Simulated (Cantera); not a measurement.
A perfectly stirred reactor is fed with CH4 : O2 : N2 = 1 : 2.56 : 9.64 (molar parts), at 1.00 bar; it is adiabatic with a 698 K inlet, and is followed from long to short residence time, starting on the burning branch (τ in s: 0.054, 0.031, 0.018, 0.01, 0.0058, 0.0033, 0.0019, 0.0011, 0.00061, 0.00035, 0.0002, 0.00011, 6.5e-05).

Computed with Cantera and GRI-Mech 3.0 (53 species, 325 reactions).

### Question
What does this change do: pressure from 1.00 bar to 0.240 bar?

### Answer
```tsv
quantity	before	after
blow-out, bracketed by the residence times tried	burning at 65.0 µs, the shortest tried	burning at 0.200 ms, out at 0.110 ms
x(CH4) at τ = 54.0 ms	3.80e-6	8.11e-6
x(O2) at τ = 54.0 ms	0.0422	0.0446
x(CH2O) at τ = 54.0 ms	6.56e-7	1.39e-6
x(OH) at τ = 54.0 ms	0.00506	0.00791
x(CO) at τ = 54.0 ms	0.00333	0.00808
x(CH4) at τ = 1.90 ms	5.06e-5	0.000116
x(O2) at τ = 1.90 ms	0.0460	0.0515
x(CH2O) at τ = 1.90 ms	8.49e-6	1.56e-5
x(OH) at τ = 1.90 ms	0.00830	0.0107
x(CO) at τ = 1.90 ms	0.0102	0.0196
```
